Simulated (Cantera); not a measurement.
# Adiabatic ignition

An adiabatic, constant-volume homogeneous reactor starts with CH₃OH : O₂ : N₂ = 1 : 0.625 : 5.56 (molar parts), equivalence ratio 2.4, at 1475 K and 0.247 atm.

Cantera simulation using GRI-Mech 3.0 (53 species, 325 reactions); the numbers are that mechanism's predictions, not measurements. GRI-Mech 3.0 was tuned for natural gas; its chemistry of methanol as a main component is partial and can be far from experiment.

```csv
t (s),T (K),P (bar),x CH₃OH,x O₂,x H₂,x N₂O,x O,x CO₂
5.00e-6,1475,0.250,0.139,0.0870,3.37e-6,<1e-12,1.50e-8,3.90e-7
1.69e-5,1475,0.250,0.139,0.0870,1.46e-5,9.91e-12,1.55e-8,1.47e-6
5.74e-5,1475,0.250,0.139,0.0869,5.82e-5,1.38e-10,1.71e-8,5.15e-6
0.000195,1475,0.250,0.138,0.0866,0.000297,1.75e-9,2.38e-8,1.76e-5
0.000660,1491,0.255,0.127,0.0820,0.00488,2.28e-8,1.64e-7,7.26e-5
0.00224,2218,0.453,<1e-12,0.000183,0.101,3.26e-9,0.000365,0.0210
0.00758,2318,0.470,<1e-12,2.97e-5,0.105,3.96e-9,6.00e-5,0.0201
0.0257,2332,0.472,<1e-12,1.84e-5,0.105,4.17e-9,3.74e-5,0.0200
0.0871,2331,0.472,<1e-12,1.83e-5,0.105,4.55e-9,3.71e-5,0.0200
0.295,2331,0.472,<1e-12,1.82e-5,0.105,4.88e-9,3.70e-5,0.0200
1.00,2331,0.472,<1e-12,1.82e-5,0.105,4.89e-9,3.70e-5,0.0200
```
x: mole fraction; the columns are a selection and need not sum to one.

The time of steepest temperature rise is 0.956 ms and the temperature at 1.00 s is 2331 K. The equilibrium temperature is 2331 K and the x(CH₃OH) at 1.00 s is <1e-12 (gas-phase equilibrium <1e-12). The x(O₂) at 1.00 s comes out as 1.82e-5 (gas-phase equilibrium 1.82e-5) and the x(H₂) at 1.00 s is 0.105 (gas-phase equilibrium 0.105).
